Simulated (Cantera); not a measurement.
An adiabatic, constant-volume homogeneous reactor starts with CO : H2 : O2 : N2 : CO2 = 1 : 1.2 : 1.18 : 4.45 : 0.43 (molar parts), at 1700 K and 16.0 bar. Integrator tolerance rtol = 1e-08.

Model: GRI-Mech 3.0 (53 species, 325 reactions), integrated in Cantera. The hydrogen kinetics of GRI-Mech 3.0 are dated; newer H2 mechanisms differ, most at raised pressure. The pressure lies above the range GRI-Mech 3.0 was tuned for (to about 10 atm). Above 3000 K some thermodynamic fits are extrapolated.

What does this change do: O2 1.18 to 0.45 parts?


```
quantity                                                            before                                    after
---------------------------------  ---------------------------------------  ---------------------------------------
time of steepest temperature rise                                 0.640 µs                                  1.12 µs
temperature at 0.100 s                                              3105 K                                   2653 K
equilibrium temperature                                             3105 K                                   2653 K
x(CO) at 0.100 s                     0.0654 (gas-phase equilibrium 0.0654)      0.140 (gas-phase equilibrium 0.140)
x(H2) at 0.100 s                   0.00946 (gas-phase equilibrium 0.00946)    0.0432 (gas-phase equilibrium 0.0432)
x(O2) at 0.100 s                     0.0318 (gas-phase equilibrium 0.0318)  5.09e-5 (gas-phase equilibrium 5.09e-5)
x(HO2) at 0.100 s                  3.29e-5 (gas-phase equilibrium 3.29e-5)  9.91e-8 (gas-phase equilibrium 9.91e-8)
x(CO2) at 0.100 s                      0.125 (gas-phase equilibrium 0.125)    0.0612 (gas-phase equilibrium 0.0612)
```
